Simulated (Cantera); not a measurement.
Formation from one mole of O2

Cantera with NASA thermochemical tables; ideal gases at 1 bar, condensed phases pure. Values are per mole of reaction as written; species without (g) are pure solids or liquids, kept so even where they would boil at 1 bar.

1.2 Ti + O2(g) = 0.4 Ti3O5

| T (K) | ΔH° (kJ) | ΔS° (J/K) | ΔG° (kJ) | log10 K |
|---|---|---|---|---|
| 1398 | -971.2 | -167.1 | -737.6 | 27.56 |
| 1423 | -970.8 | -166.8 | -733.4 | 26.92 |
| 1448 | -970.3 | -166.5 | -729.2 | 26.31 |
| 1473 | -969.9 | -166.2 | -725.1 | 25.71 |
| 1498 | -969.4 | -165.9 | -720.9 | 25.14 |
| 1523 | -969.0 | -165.6 | -716.8 | 24.58 |
| 1548 | -968.6 | -165.3 | -712.6 | 24.05 |
| 1573 | -968.1 | -165.0 | -708.5 | 23.53 |
| 1598 | -967.7 | -164.8 | -704.4 | 23.02 |

1.333 Ti + O2(g) = 0.6667 Ti2O3

| T (K) | ΔH° (kJ) | ΔS° (J/K) | ΔG° (kJ) | log10 K |
|---|---|---|---|---|
| 1398 | -997.5 | -170.4 | -759.3 | 28.37 |
| 1423 | -996.9 | -170.0 | -755.1 | 27.72 |
| 1448 | -996.4 | -169.6 | -750.8 | 27.08 |
| 1473 | -995.9 | -169.3 | -746.6 | 26.47 |
| 1498 | -995.4 | -168.9 | -742.3 | 25.88 |
| 1523 | -994.9 | -168.6 | -738.1 | 25.32 |
| 1548 | -994.4 | -168.3 | -733.9 | 24.76 |
| 1573 | -993.9 | -168.0 | -729.7 | 24.23 |
| 1598 | -993.5 | -167.7 | -725.5 | 23.71 |

2 Pb + O2(g) = 2 PbO(g)

```json
[
 {"T (K)": "1398", "ΔH° (kJ)": "109.8", "ΔS° (J/K)": "99.9", "ΔG° (kJ)": "-29.8", "log10 K": "1.11"},
 {"T (K)": "1423", "ΔH° (kJ)": "109.3", "ΔS° (J/K)": "99.6", "ΔG° (kJ)": "-32.3", "log10 K": "1.19"},
 {"T (K)": "1448", "ΔH° (kJ)": "108.9", "ΔS° (J/K)": "99.2", "ΔG° (kJ)": "-34.8", "log10 K": "1.26"},
 {"T (K)": "1473", "ΔH° (kJ)": "108.4", "ΔS° (J/K)": "98.9", "ΔG° (kJ)": "-37.3", "log10 K": "1.32"},
 {"T (K)": "1498", "ΔH° (kJ)": "108.0", "ΔS° (J/K)": "98.6", "ΔG° (kJ)": "-39.8", "log10 K": "1.39"},
 {"T (K)": "1523", "ΔH° (kJ)": "107.5", "ΔS° (J/K)": "98.3", "ΔG° (kJ)": "-42.2", "log10 K": "1.45"},
 {"T (K)": "1548", "ΔH° (kJ)": "107.0", "ΔS° (J/K)": "98.0", "ΔG° (kJ)": "-44.7", "log10 K": "1.51"},
 {"T (K)": "1573", "ΔH° (kJ)": "106.6", "ΔS° (J/K)": "97.7", "ΔG° (kJ)": "-47.1", "log10 K": "1.56"},
 {"T (K)": "1598", "ΔH° (kJ)": "106.1", "ΔS° (J/K)": "97.4", "ΔG° (kJ)": "-49.6", "log10 K": "1.62"}
]
```

1.333 B + O2(g) = 0.6667 B2O3(g)

| T (K) | ΔH° (kJ) | ΔS° (J/K) | ΔG° (kJ) | log10 K |
|---|---|---|---|---|
| 1398 | -561.3 | -28.4 | -521.7 | 19.49 |
| 1423 | -561.4 | -28.5 | -520.9 | 19.12 |
| 1448 | -561.6 | -28.6 | -520.2 | 18.77 |
| 1473 | -561.7 | -28.6 | -519.5 | 18.42 |
| 1498 | -561.8 | -28.7 | -518.8 | 18.09 |
| 1523 | -562.0 | -28.8 | -518.1 | 17.77 |
| 1548 | -562.1 | -28.9 | -517.4 | 17.46 |
| 1573 | -562.3 | -29.0 | -516.6 | 17.16 |
| 1598 | -562.4 | -29.1 | -515.9 | 16.86 |
